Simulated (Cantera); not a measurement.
An adiabatic, constant-volume homogeneous reactor starts with CO : H2 : O2 : N2 : CO2 = 1 : 0.33 : 0.605 : 2.27 : 0.94 (molar parts), equivalence ratio 1.1, at 1250 K and 10.0 bar.

Model: GRI-Mech 3.0 (53 species, 325 reactions), integrated in Cantera. The hydrogen kinetics of GRI-Mech 3.0 are dated; newer H2 mechanisms differ, most at raised pressure.

**Question.** Predict: time of steepest temperature rise; temperature at 0.800 s; equilibrium temperature; x(CO) at 0.800 s; x(H2) at 0.800 s; x(O2) at 0.800 s; x(NO2) at 0.800 s; x(N2O) at 0.800 s; x(NO) at 0.800 s.

**Answer.** 
```json
{
  "time_of_steepest_temperature_rise": "20.6 µs",
  "temperature at 0.800 s": "2736 K",
  "equilibrium_temperature": "2736 K",
  "x(CO) at 0.800 s": "0.0693 (gas-phase equilibrium 0.0693)",
  "x(H2) at 0.800 s": "0.00193 (gas-phase equilibrium 0.00193)",
  "x(O2) at 0.800 s": "0.0170 (gas-phase equilibrium 0.0170)",
  "x(NO2) at 0.800 s": "6.76e-6 (gas-phase equilibrium 6.76e-6)",
  "x(N2O) at 0.800 s": "1.47e-6 (gas-phase equilibrium 1.47e-6)",
  "x(NO) at 0.800 s": "0.00752 (gas-phase equilibrium 0.00752)"
}
```
